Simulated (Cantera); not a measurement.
Catalytic combustion on Pt

An isothermal plug-flow reactor at 848 K and 0.987 atm (inlet), inlet velocity 0.42 m/s, active area per volume 1500 1/m; feed 0.598 % CO, 12.0 % O2, 85.9 % N2, 1.52 % H2O, equivalence ratio 0.025.

Computed with Cantera and Deutschmann's 1995 Pt surface mechanism with GRI-Mech 3.0 gas chemistry. Catalytic surfaces can have several steady states; this one follows from the mechanism file's or the stated starting coverage. Mass transfer to the wall is taken as infinitely fast.

```json
[
 {"z (m)": "5e-05", "x CO": "0.00361", "x O2": "0.119", "x H2O": "0.0152", "x CO2": "0.00238", "θ free Pt": "0.0793", "θ O*": "0.917", "θ OH*": "0.00279", "θ CO*": "0.00124"},
 {"z (m)": "9.7e-05", "x CO": "0.00265", "x O2": "0.118", "x H2O": "0.0153", "x CO2": "0.00334", "θ free Pt": "0.0718", "θ O*": "0.925", "θ OH*": "0.00267", "θ CO*": "0.000741"},
 {"z (m)": "0.00019", "x CO": "0.00160", "x O2": "0.118", "x H2O": "0.0153", "x CO2": "0.00440", "θ free Pt": "0.0658", "θ O*": "0.931", "θ OH*": "0.00256", "θ CO*": "0.000373"},
 {"z (m)": "0.00036", "x CO": "0.000718", "x O2": "0.117", "x H2O": "0.0153", "x CO2": "0.00528", "θ free Pt": "0.0620", "θ O*": "0.935", "θ OH*": "0.00249", "θ CO*": "0.000148"},
 {"z (m)": "0.0007", "x CO": "0.000166", "x O2": "0.117", "x H2O": "0.0153", "x CO2": "0.00583", "θ free Pt": "0.0599", "θ O*": "0.938", "θ OH*": "0.00245", "θ CO*": "3.19e-5"},
 {"z (m)": "0.0013", "x CO": "1.39e-5", "x O2": "0.117", "x H2O": "0.0153", "x CO2": "0.00599", "θ free Pt": "0.0594", "θ O*": "0.938", "θ OH*": "0.00244", "θ CO*": "2.61e-6"},
 {"z (m)": "0.0026", "x CO": "6.60e-8", "x O2": "0.117", "x H2O": "0.0153", "x CO2": "0.00600", "θ free Pt": "0.0593", "θ O*": "0.938", "θ OH*": "0.00244", "θ CO*": "1.24e-8"},
 {"z (m)": "0.005", "x CO": "3.41e-12", "x O2": "0.117", "x H2O": "0.0153", "x CO2": "0.00600", "θ free Pt": "0.0593", "θ O*": "0.938", "θ OH*": "0.00244", "θ CO*": "<1e-12"}
]
```
x: gas mole fraction; θ: surface coverage.
